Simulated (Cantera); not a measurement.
Charge: 1 mol Si, 0.0056 mol O₂, 890 mol H₂, at 1452 °C.

These are equilibrium values from Cantera (NASA tables, ideal gas, pure condensed phases), not measurements of a reactor. Candidate condensed phases: H₂O, Si, SiO₂; 18 gas species. Gases not in the tables: Si₂H₆ and higher silanes. Kinetics and transport are ignored.

Problem. Which condensed phases are stable at each of these points (P (Pa)): 0.100, 0.750, 5.60, 42, 320, 2400, 18000, 130000, 1000000?

Solution. 
```
P (Pa)   condensed phases  Si condensed (%)
-------  ----------------  ----------------
0.100            gas only               0.0
0.750            gas only               0.0
5.60             gas only               0.0
42               gas only               0.0
320                 Si(l)              66.4
2400                Si(l)              92.7
18000               Si(l)              96.5
130000              Si(l)              97.0
1000000             Si(l)              96.2
```

From 0.100 Pa to 42.0 Pa nothing is condensed. From 3.20 mbar to 10.0 bar the condensed part is Si(l).
